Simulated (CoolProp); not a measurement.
Computed with CoolProp (reference Helmholtz-energy equation of state, Smukala 2000).

For ethylene, give the phase and the speed of sound (m/s) at 450 K and 1.8 MPa; 450 K and 9 MPa.


- 450 K and 1.8 MPa: gas; speed of sound 389
- 450 K and 9 MPa: supercritical; speed of sound 379
